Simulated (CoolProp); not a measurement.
The fluid at 288.22 K and 0.00854 MPa is compressed adiabatically to 0.0346 MPa with isentropic efficiency 0.8. The same conditions are run with several fluids, on thermodynamics alone (safety and materials aside).

Model: reference Helmholtz-energy equation of state of each fluid (tetrahydrofuran: Fiedler 2023; sulfur dioxide: Gao 2016; ammonia: Gao 2020; chlorine: Thol 2021; isohexane: Lemmon 2006), in CoolProp.

```
fluid            work (kJ/kg)  final temperature (K)  final density (kg/m³)
---------------  ------------  ---------------------  ---------------------
tetrahydrofuran          62.3                  343.8                  0.881
sulfur dioxide           75.6                  404.8                  0.660
ammonia                   290                  420.8                  0.169
chlorine                 70.3                  431.6                  0.685
isohexane                50.1                  318.9                   1.15
```
